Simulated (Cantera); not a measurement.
Cantera run, input and output.

```python
import numpy as np
import cantera as ct

surf = ct.Interface("diamond.yaml", "diamond_100")
gas, bulk = surf.adjacent["gas"], surf.adjacent["diamond"]
k = surf.kinetics_species_index(bulk.species_names[0])
cover = ["c6HH", "c6H*", "c6*H", "c6**", "c6HM", "c6B"]

rows, drift = [], 0.0
print(f"{'xH':>10s}{'um/h':>11s}" + "".join(f"{s:>11s}" for s in cover))
for v in [0.0001, 0.00023, 0.00055, 0.0013, 0.003, 0.0071, 0.017, 0.039, 0.092]:
    T, P, xH, xCH3 = 1000, 1900, v, 0.00022
    gas.TPX = T, P, {"H": xH, "CH3": xCH3, "CH4": 0.011, "H2": 1 - xH - xCH3 - 0.011}
    surf.TP = bulk.TP = T, P
    surf.coverages = "c6H*:0.1, c6HH:0.9"
    surf.advance_coverages(100.0)
    before = surf.coverages
    surf.advance_coverages(100.0)
    drift = max(drift, np.max(np.abs(surf.coverages - before) / (surf.coverages + 1e-9)))
    rate = surf.net_production_rates[k] * bulk.mean_molecular_weight / bulk.density * 3.6e9
    rows.append([rate, *surf[cover].coverages])
    print(f"{v:10.4g}{rate:11.4e}" + "".join(f"{x:11.3e}" for x in rows[-1][1:]))
```

Result:

```
        xH       um/h       c6HH       c6H*       c6*H       c6**       c6HM        c6B
    0.0001 2.3949e-01  5.254e-01  1.394e-02  2.855e-01  3.222e-03  1.238e-01  6.499e-10
   0.00023 5.1089e-01  5.159e-01  1.478e-02  3.026e-01  5.036e-03  1.169e-01  1.386e-09
   0.00055 9.4946e-01  5.286e-01  1.573e-02  3.220e-01  6.806e-03  9.216e-02  2.576e-09
    0.0013 1.4304e+00  5.518e-01  1.671e-02  3.421e-01  8.144e-03  5.919e-02  3.881e-09
     0.003 1.7979e+00  5.718e-01  1.746e-02  3.574e-01  8.981e-03  3.235e-02  4.879e-09
    0.0071 2.0245e+00  5.846e-01  1.794e-02  3.668e-01  9.452e-03  1.542e-02  5.494e-09
     0.017 2.1390e+00  5.912e-01  1.821e-02  3.715e-01  9.683e-03  6.808e-03  5.804e-09
     0.039 2.1899e+00  5.941e-01  1.840e-02  3.735e-01  9.793e-03  3.039e-03  5.942e-09
     0.092 2.2156e+00  5.954e-01  1.866e-02  3.743e-01  9.868e-03  1.303e-03  6.012e-09
```

Detailed kinetics in Cantera: the Harris–Goodwin 1993 mechanism for the reconstructed diamond (100) surface.
